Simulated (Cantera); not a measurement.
Source: NASA polynomial tables (part measured, part estimated), evaluated in Cantera. Values are per mole of reaction as written; species without (g) are pure solids or liquids, kept so even where they would boil at 1 bar.

NbO₂(g) + H₂(g) → Nb + 2 OH(g)

| T (K) | ΔH° (kJ) | ΔS° (J/K) | ΔG° (kJ) | log10 K |
|---|---|---|---|---|
| 300 | 278.7 | 0.4 | 278.6 | -48.51 |
| 400 | 279.7 | 3.2 | 278.4 | -36.35 |
| 450 | 280.0 | 4.0 | 278.2 | -32.29 |
| 500 | 280.3 | 4.7 | 278.0 | -29.04 |
| 550 | 280.6 | 5.1 | 277.7 | -26.38 |
| 600 | 280.8 | 5.5 | 277.5 | -24.16 |
| 650 | [?] | [?] | [?] | [?] |
| 700 | [?] | [?] | [?] | [?] |
| 750 | 281.3 | 6.2 | 276.6 | -19.26 |
| 800 | [?] | [?] | [?] | [?] |
| 850 | 281.6 | 6.6 | 276.0 | -16.96 |
| 900 | 281.7 | 6.8 | 275.6 | -16.00 |

Q: What belongs in the gaps?

A: 
- 650, ΔH° (kJ): 281.0
- 650, ΔS° (J/K): 5.8
- 650, ΔG° (kJ): 277.2
- 650, log10 K: -22.28
- 700, ΔH° (kJ): 281.1
- 700, ΔS° (J/K): 6.0
- 700, ΔG° (kJ): 276.9
- 700, log10 K: -20.66
- 800, ΔH° (kJ): 281.4
- 800, ΔS° (J/K): 6.4
- 800, ΔG° (kJ): 276.3
- 800, log10 K: -18.04
